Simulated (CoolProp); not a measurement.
The fluid at 546.08 K and 0.313 MPa (stagnation) flows isentropically through a choked orifice. The same conditions are run with several fluids, on thermodynamics alone (safety and materials aside).

Values from CoolProp's reference Helmholtz-energy equation of state of each fluid (octamethylcyclotetrasiloxane (D4): Thol 2015; oxygen: Schmidt 1985; hydrogen chloride: Thol 2018; ethane: Bücker 2006; p-xylene: Zhou 2012).

### Question
Rank octamethylcyclotetrasiloxane (D4), oxygen, hydrogen chloride, ethane, p-xylene by throat to inlet pressure ratio, highest first.

### Answer
octamethylcyclotetrasiloxane (D4) (0.619), p-xylene (0.604), ethane (0.581), oxygen (0.533), hydrogen chloride (0.529)

```csv
fluid,mass flux (kg/(m² s)),throat temperature (K)
octamethylcyclotetrasiloxane (D4),1590,541.1
oxygen,564,461.5
hydrogen chloride,608,455.5
ethane,509,516.5
p-xylene,944,534.6
```

Above 300 K oxygen's equation is extrapolated.
